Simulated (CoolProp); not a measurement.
Neopentane at several states: fugacity coefficient from the reference equation and from simpler models built on Tc = 433.7 K, pc = 3.196 MPa, ω = 0.196; each cubic takes its own stable root.

The numbers come from the reference Helmholtz-energy equation of state, Lemmon 2006 in CoolProp. It is a short technical equation, of lower accuracy than the large ones.

| T (K) | p (MPa) | phase | reference | van der Waals | Peng-Robinson |
|---|---|---|---|---|---|
| 464.2 | 0.172 | gas | 0.9855 | 0.9865 | 0.9835 |
| 307.4 | 0.157 | gas | 0.9501 | 0.9674 | 0.9510 |
| 364.1 | 5.41 | liquid | 0.1759 | 0.2919 | 0.1724 |
| 444.6 | 0.649 | gas | 0.9375 | 0.9435 | 0.9299 |
| 436.6 | 0.0622 | gas | 0.9936 | 0.9943 | 0.9928 |
| 311.4 | 0.305 | liquid | 0.7774 | 0.9386 | 0.7749 |

At some of these states van der Waals gives the other phase, because its saturation line lies elsewhere.
